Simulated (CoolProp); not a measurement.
Values from CoolProp's reference Helmholtz-energy equation of state, Zhou 2014.

### Question
Give the vapour pressure (MPa), vapour density (kg/m³), surface tension (mN/m), liquid viscosity (µPa s) of saturated cyclohexane at 426.1, 446.8, 484.1 K.

### Answer
```tsv
T (K)	p (MPa)	vapour density (kg/m³)	surface tension (mN/m)	liquid viscosity (µPa s)
426.1	0.586	16.0	10.2	199
446.8	0.864	23.6	8.12	167
484.1	1.59	45.4	4.72	123
```

Viscosity comes from a separate model (Tariq 2014). Surface tension comes from a separate correlation (Mulero 2012).
